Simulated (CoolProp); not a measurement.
Saturated liquid density (kg/m³) of CHF3 (R23): the reference equation beside estimates from Tc = 26.1 °C, pc = 48.32 bar, ω = 0.263. Rackett uses Z = 0.29056 − 0.08775 ω.

Values from CoolProp's reference Helmholtz-energy equation of state, Penoncello 2003.

| T (°C) | reference | Rackett | van der Waals | Redlich-Kwong | Soave-Redlich-Kwong | Peng-Robinson |
|---|---|---|---|---|---|---|
| -52.25 | 1325 | 1249 | (withheld) | 1077 | 1127 | 1277 |
| -47.15 | 1303 | 1228 | 736.5 | 1055 | 1104 | 1252 |
| -42.05 | 1279 | 1206 | 723.4 | 1031 | (withheld) | 1227 |
| -36.95 | (withheld) | 1183 | 709.6 | 1006 | 1057 | 1199 |
| -31.95 | 1230 | 1160 | 695.6 | 981.0 | 1031 | 1171 |
| -26.85 | 1204 | (withheld) | 680.6 | 953.9 | 1004 | 1140 |
| -21.75 | 1176 | (withheld) | (withheld) | 925.5 | 974.9 | 1107 |
| -16.75 | 1148 | 1083 | 648.5 | 896.0 | 944.4 | 1072 |
| -11.65 | 1116 | 1055 | 630.7 | 864.1 | 911.1 | (withheld) |

**Question.** Complete the blanks.

**Answer.** 
- -52.25, van der Waals: 749.2
- -42.05, Soave-Redlich-Kwong: 1081
- -36.95, reference: 1255
- -26.85, Rackett: 1136
- -21.75, Rackett: 1110
- -21.75, van der Waals: 664.8
- -11.65, Peng-Robinson: 1033

Absolute difference from the reference over all 9 rows, mean and median: Rackett 5.7 and 5.7 %, van der Waals 43.5 and 43.5 %, Redlich-Kwong 20.4 and 20.2 %, Soave-Redlich-Kwong 16.4 and 16.2 %, Peng-Robinson 5.1 and 4.8 %.
